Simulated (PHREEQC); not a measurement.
Dissolve 3.9 mol CaCl2 and 0.18 mol SrCl2 per kg of water at 25 °C. Closed to the air; pH follows from the charge balance.

Model: Pitzer model, pitzer.dat, run in PHREEQC.

Q: The ionic strength comes out as 12.2 mol/kgw. What activity coefficients do Ca+2, Sr+2, Cl- get?

A: Ca+2 45, Sr+2 27, Cl- 0.80. Single-ion values are on the MacInnes scale.

No solid was allowed to form. Complexes and solids missing from the database can't appear.
